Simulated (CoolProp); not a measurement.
Vapour-liquid equilibrium of n-heptane (1) + p-xylene (2) at 446.6 K; x and y are mole fractions of (1).

Computed with CoolProp (multi-fluid Helmholtz-energy mixture model, Span 2003 and Zhou 2012; pair parameters Bell 2016).

```tsv
x	bubble pressure (kPa)	y at the bubble point	dew pressure at overall composition x (kPa)	liquid density (mol/L)
0.05	261.4	0.126	246.9	6.672
0.2	325.3	0.388	277.0	6.440
0.35	382.7	0.560	314.3	6.215
0.5	435.9	0.688	360.9	5.998
0.65	486.9	0.793	419.1	5.788
0.8	537.0	0.886	490.4	5.583
0.95	587.3	0.972	574.1	5.385
```

No azeotrope shows between x = 0.05 and 0.95.

Pair parameters are fitted to limited data, so mixtures are less certain than the pure fluids.
